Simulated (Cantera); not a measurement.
Input: 1 mol V, 1.6 mol N₂, 6.5 mol H₂, held at 1548 K and 3.20 bar.

Method: chemical equilibrium by Gibbs-energy minimisation in Cantera with the NASA 1993 tables (ideal gas, pure condensed phases). Candidate condensed phases: V, VN; 11 gas species. VN: taken at fixed stoichiometry. Condensed phases not in the tables: V₂N. Kinetics and transport are ignored.

What is the equilibrium state?


```
Quantity                             Value
-------------------------------  ---------
x(H₂)                                0.855
x(N₂)                                0.145
x(NH₃)                             5.18e-5
x(H)                               1.59e-5
n(VN(s))                          1.00 mol
gas amount                       7.600 mol
log10 activity of V(s) (absent)      -2.77
```
